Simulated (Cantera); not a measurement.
A freely propagating, adiabatic, planar premixed flame of CO : H₂ : O₂ : N₂ = 1 : 0.057 : 0.378 : 1.25 (molar parts), unburnt at 700 K and 760 Torr; multicomponent+Soret transport, grid criteria slope 0.08 and curve 0.16, no radiation.

Cantera simulation using GRI-Mech 3.0 (53 species, 325 reactions); the numbers are that mechanism's predictions, not measurements. Burning velocities carry a grid error of a few per cent, more on coarse grids.

x: mole fraction of selected species; z is measured from the peak of heat release.

```json
[
 {"z (mm)": "-2.74", "T (K)": "700", "u (m/s)": "2.50", "x CO": "0.372", "x H₂": "0.0212", "x O₂": "0.141", "x O": "<1e-8", "x H": "<1e-8", "x HO₂": "<1e-8"},
 {"z (mm)": "-1.83", "T (K)": "700", "u (m/s)": "2.50", "x CO": "0.372", "x H₂": "0.0212", "x O₂": "0.141", "x O": "<1e-8", "x H": "<1e-8", "x HO₂": "<1e-8"},
 {"z (mm)": "-1.37", "T (K)": "700", "u (m/s)": "2.50", "x CO": "0.372", "x H₂": "0.0212", "x O₂": "0.141", "x O": "<1e-8", "x H": "<1e-8", "x HO₂": "<1e-8"},
 {"z (mm)": "-0.914", "T (K)": "700", "u (m/s)": "2.50", "x CO": "0.372", "x H₂": "0.0211", "x O₂": "0.141", "x O": "<1e-8", "x H": "<1e-8", "x HO₂": "1.12e-7"},
 {"z (mm)": "-0.457", "T (K)": "702", "u (m/s)": "2.50", "x CO": "0.373", "x H₂": "0.0199", "x O₂": "0.141", "x O": "1.32e-6", "x H": "3.99e-6", "x HO₂": "5.23e-5"},
 {"z (mm)": "-0.228", "T (K)": "___", "u (m/s)": "2.87", "x CO": "0.368", "x H₂": "___", "x O₂": "0.137", "x O": "___", "x H": "___", "x HO₂": "___"},
 {"z (mm)": "0", "T (K)": "1240", "u (m/s)": "4.32", "x CO": "0.324", "x H₂": "0.00623", "x O₂": "0.106", "x O": "0.00874", "x H": "0.00828", "x HO₂": "4.30e-5"},
 {"z (mm)": "0.228", "T (K)": "1588", "u (m/s)": "5.39", "x CO": "0.258", "x H₂": "0.00203", "x O₂": "0.0618", "x O": "0.0243", "x H": "0.0159", "x HO₂": "1.42e-5"},
 {"z (mm)": "0.457", "T (K)": "1774", "u (m/s)": "5.91", "x CO": "0.226", "x H₂": "0.00213", "x O₂": "0.0448", "x O": "0.0261", "x H": "0.0171", "x HO₂": "7.94e-6"},
 {"z (mm)": "0.914", "T (K)": "1960", "u (m/s)": "6.44", "x CO": "0.211", "x H₂": "0.00242", "x O₂": "0.0381", "x O": "0.0211", "x H": "0.0134", "x HO₂": "5.06e-6"},
 {"z (mm)": "1.83", "T (K)": "2144", "u (m/s)": "6.96", "x CO": "0.201", "x H₂": "0.00244", "x O₂": "0.0336", "x O": "0.0147", "x H": "0.00863", "x HO₂": "3.11e-6"},
 {"z (mm)": "3.65", "T (K)": "2318", "u (m/s)": "7.42", "x CO": "0.188", "x H₂": "0.00225", "x O₂": "0.0276", "x O": "0.00954", "x H": "0.00527", "x HO₂": "1.80e-6"},
 {"z (mm)": "7.31", "T (K)": "2469", "u (m/s)": "7.81", "x CO": "0.174", "x H₂": "0.00201", "x O₂": "0.0210", "x O": "0.00583", "x H": "0.00320", "x HO₂": "1.22e-6"}
]
```

Task: Some entries are withheld; supply them.

Result: 
- -0.228, T (K): 810
- -0.228, x H₂: 0.0161
- -0.228, x O: 0.000210
- -0.228, x H: 0.000618
- -0.228, x HO₂: 0.000151
